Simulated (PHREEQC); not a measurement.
## Reverse-osmosis reject: speciation

A made-up water analysis in mg/L, 20 °C, pH 6.86, pe 12.9:

| constituent | mg/L |
|---|---|
| Na | 2320 |
| K | 529 |
| Ca | 293 |
| Mg | 133 |
| Cl | 4800 |
| S(6) as SO4 | 390 |
| Alkalinity as HCO3 | 6.57 |
| Li | 2.88 |

Valence states are taken as typed.

Computed with PHREEQC (ion-association model, phreeqc.dat).

```json
{
  "ionic_strength": "0.156 mol/kgw",
  "specific_conductance": "12900 µS/cm",
  "density": "1.004 g/cm³",
  "charge_balance_error": "-1.1 %"
}
```

```json
[
 {"species": "Cl-", "molality": "0.137", "activity": "0.101", "log γ": "-0.133"},
 {"species": "Na+", "molality": "0.101", "activity": "0.0772", "log γ": "-0.118"},
 {"species": "K+", "molality": "0.0136", "activity": "0.00994", "log γ": "-0.135"},
 {"species": "Ca+2", "molality": "0.00700", "activity": "0.00243", "log γ": "-0.460"},
 {"species": "Mg+2", "molality": "0.00517", "activity": "0.00189", "log γ": "-0.436"},
 {"species": "SO4-2", "molality": "0.00285", "activity": "0.000919", "log γ": "-0.492"},
 {"species": "NaSO4-", "molality": "0.000451", "activity": "0.000344", "log γ": "-0.118"},
 {"species": "Li+", "molality": "0.000417", "activity": "0.000322", "log γ": "-0.112"}
]
```

Precipitation was switched off in this run.
